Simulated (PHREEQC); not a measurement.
Solution (25 °C): 7.7 mmol/kgw CaCl2, 1.66 mmol/kgw NaF and 0.00054 mmol/kgw H4SiO4. Closed to the air; pH follows from the charge balance.

Model: ion-association model, wateq4f.dat, run in PHREEQC.

Q: The ionic strength comes out as 0.0246 mol/kgw. What activity coefficients do Na+, CaF+, Cl-, F-, Ca+2 get?

A: Na+ 0.86, CaF+ 0.87, Cl- 0.86, F- 0.86, Ca+2 0.56.

This is a speciation only: nothing precipitates in the calculation. The solution is supersaturated, for example in Fluorite, so a real one may precipitate; this is no full list. Species that the database lacks are ignored. SiF6-2 is the database's only silicon fluoride.
